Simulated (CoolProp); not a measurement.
Saturation properties of methane (Tc = 190.6 K, pc = 4599 kPa, ω = 0.011).

The numbers come from the reference Helmholtz-energy equation of state, Setzmann 1991 in CoolProp.

```csv
T (K),p (kPa),vapour density (kg/m³),enthalpy of vaporisation (kJ/kg),liquid cp (kJ/(kg K))
130.1,369.5,6.014,471.8,3.659
135.5,504.1,8.064,457.9,3.736
141,675.0,10.67,442.2,3.832
146.4,880.3,13.83,425.1,3.951
151.9,1132,17.79,405.6,4.106
157.4,1432,22.68,383.7,4.312
162.8,1778,28.62,359.1,4.593
168.3,2189,36.22,330.2,5.013
173.7,2654,45.82,296.6,5.682
```

It boils at 111.7 K under 1 atm.
